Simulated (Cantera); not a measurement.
An isothermal plug-flow reactor at 1000 K and 0.661 atm (inlet), inlet velocity 1.1 m/s, active area per volume 130 1/m; feed 0.233 % CH4, 2.70 % O2, 97.1 % N2.

Cantera simulation using Deutschmann's 1995 Pt surface mechanism with GRI-Mech 3.0 gas chemistry; the numbers are that mechanism's predictions, not measurements. Catalytic surfaces can have several steady states; this one follows from the mechanism file's or the stated starting coverage. Mass transfer to the wall is taken as infinitely fast.

x: gas mole fraction; θ: surface coverage.

| z (m) | x CH4 | x O2 | x H2O | x CO2 | x CO | θ free Pt | θ O* |
|---|---|---|---|---|---|---|---|
| 4e-05 | 0.00233 | 0.0270 | 3.82e-6 | 1.72e-6 | ? | 0.294 | 0.706 |
| 7.6e-05 | 0.00233 | 0.0270 | 7.26e-6 | 3.28e-6 | ? | 0.294 | 0.706 |
| 0.00015 | 0.00233 | 0.0270 | 1.43e-5 | 6.55e-6 | ? | 0.294 | 0.706 |
| 0.00028 | 0.00232 | 0.0270 | 2.67e-5 | 1.24e-5 | ? | 0.294 | 0.706 |
| 0.00055 | 0.00231 | 0.0270 | 5.23e-5 | 2.49e-5 | ? | 0.294 | 0.705 |
| 0.0011 | 0.00228 | 0.0269 | 0.000104 | 5.06e-5 | 1.44e-6 | 0.294 | 0.705 |
| 0.002 | 0.00224 | 0.0268 | 0.000187 | 9.23e-5 | 1.45e-6 | 0.295 | 0.705 |
| 0.004 | 0.00215 | 0.0267 | 0.000368 | 0.000182 | 1.39e-6 | 0.295 | 0.705 |

Q: What belongs in the gaps?

A: 
- 4e-05, x CO: 1.92e-7
- 7.6e-05, x CO: 3.43e-7
- 0.00015, x CO: 6.01e-7
- 0.00028, x CO: 9.21e-7
- 0.00055, x CO: 1.26e-6
